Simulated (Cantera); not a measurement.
An adiabatic, constant-volume homogeneous reactor starts with 8.49 % CH₄, 3.14 % H₂, 18.6 % O₂, 69.8 % N₂, equivalence ratio 1.00, at 1200 K and 1.09 atm.

Detailed kinetics in Cantera: GRI-Mech 3.0 (53 species, 325 reactions).

One state of this run: T (K) = 1267; P (bar) = 1.16; x CH₄ = 0.0769; x H₂ = 0.0306; x O₂ = 0.180; x H₂O₂ = 1.93e-5; x CH₃ = 0.000226; x CO = 0.00176. x: mole fraction; the columns are a selection and need not sum to one.

Which value of t (s) does it belong to?
A. 0.000103
B. 0.00779
C. 0.00264
D. 3.48e-5

C, 0.00264
